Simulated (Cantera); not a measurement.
A jet of CH4 : O2 : N2 = 0.057 : 0.092 : 0.79 (molar parts) at 300 K and 19.5 Torr hits a platinum plate 3 cm away at a mass flux of 0.12 kg/m²/s; the plate temperature is set and raised in steps from an oxygen-covered start.

Detailed kinetics in Cantera: Deutschmann's 1995 Pt surface mechanism with GRI-Mech 3.0 gas chemistry. Catalytic surfaces can have several steady states; this one follows from the mechanism file's or the stated starting coverage.

x: mole fraction at the wall; θ: surface coverage.

| plate T (K) | wall x CH4 | wall x O2 | wall x H2O | wall x OH | wall x CO | wall x CO2 | θ free Pt | θ O* |
|---|---|---|---|---|---|---|---|---|
| 900 | 0.0505 | 0.0760 | 0.0193 | 3.97e-8 | 2.44e-5 | 0.0126 | 0.301 | 0.698 |
| 950 | 0.0445 | 0.0633 | 0.0304 | 1.33e-7 | 3.14e-5 | 0.0199 | 0.393 | 0.606 |
| 1000 | 0.0382 | 0.0498 | 0.0421 | 3.77e-7 | 3.93e-5 | 0.0277 | 0.492 | 0.508 |
| 1050 | … | … | … | … | … | … | … | … |
| 1100 | … | … | … | … | … | … | … | … |

### Question
Fill in the missing entries.

### Answer

- 1050, wall x CH4: 0.0321
- 1050, wall x O2: 0.0368
- 1050, wall x H2O: 0.0534
- 1050, wall x OH: 9.11e-7
- 1050, wall x CO: 4.97e-5
- 1050, wall x CO2: 0.0352
- 1050, θ free Pt: 0.596
- 1050, θ O*: 0.403
- 1100, wall x CH4: 0.0262
- 1100, wall x O2: 0.0244
- 1100, wall x H2O: 0.0642
- 1100, wall x OH: 1.86e-6
- 1100, wall x CO: 6.76e-5
- 1100, wall x CO2: 0.0424
- 1100, θ free Pt: 0.715
- 1100, θ O*: 0.284
